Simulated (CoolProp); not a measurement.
Vapour-liquid equilibrium of R143a (1) + fluoroethane (R161) (2) at -23.65 °C; x and y are mole fractions of (1).

The numbers come from the multi-fluid Helmholtz-energy mixture model, Lemmon and Jacobsen 2000 and Wu 2012; pair parameters Bell 2016 in CoolProp.

```csv
x,"bubble pressure, mixture model (bar)","bubble pressure, Raoult's law (bar)","y, mixture model","y, Raoult's law"
0.05,1.898,1.889,0.075,0.073
0.125,1.976,1.957,0.179,0.176
0.2,2.051,2.025,0.273,0.272
0.275,2.123,2.094,0.360,0.362
0.35,2.193,2.162,0.442,0.446
0.425,2.262,2.230,0.518,0.525
0.5,2.329,2.298,0.590,0.599
0.575,2.394,2.366,0.658,0.669
0.65,2.459,2.434,0.724,0.735
0.725,2.523,2.502,0.787,0.797
0.8,2.586,2.571,0.848,0.857
0.875,2.649,2.639,0.906,0.913
0.95,2.711,2.707,0.963,0.966
```

The largest gap from Raoult's law is +1.4 % in bubble pressure, at x = 0.35. No azeotrope shows between x = 0.05 and 0.95.

Pair parameters are fitted to limited data, so mixtures are less certain than the pure fluids.
